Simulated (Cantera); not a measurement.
Input: 1 mol Cu, 4.2 mol NH3, 17 mol H2, at 29.0 mbar.

Cantera equilibrium calculation (NASA polynomials, part measured and part estimated; ideal gas, pure solids and liquids). Candidate condensed phases: Cu; 11 gas species. Equilibrium is a limit: real reactors are often held back by kinetics, nucleation or transport. All values below are at 1025 °C.

Base state: H2 0.917, N2 0.0827 (mole fractions); condensed: Cu(s).

Problem. What changes in the equilibrium state with this change: Cu replaced by Si?

Solution. 
| species | before | after |
|---|---|---|
| H2 | 0.917 | 0.942 |
| N2 | 0.0827 | 0.0580 |
| Cu(s), mol | 1.000 | 0 |
| Si3N4(s), mol | 0 | 0.333 |
Further candidate phases: Si, Si3N4.
